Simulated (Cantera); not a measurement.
A closed system holds: 1 mol B2H6, 0.78 mol NH3, equilibrated at 1373.15 K and 0.293 Torr.

Cantera equilibrium calculation (NASA polynomials, part measured and part estimated; ideal gas, pure solids and liquids). Candidate condensed phases: B, BN; 15 gas species. The feed counts by its element totals alone. Mutual solubility and eutectic melting of coexisting phases are not modelled. Equilibrium is a limit: real reactors are often held back by kinetics, nucleation or transport.

### Question
What is the equilibrium state?

### Answer
| Item | Result |
|---|---|
| x(H2) | 1.000 |
| x(H) | 0.000169 |
| x(BH2) | 2.35e-6 |
| n(B(s)) | 1.22 mol |
| n(BN(s)) | 0.780 mol |
| gas amount | 4.170 mol |
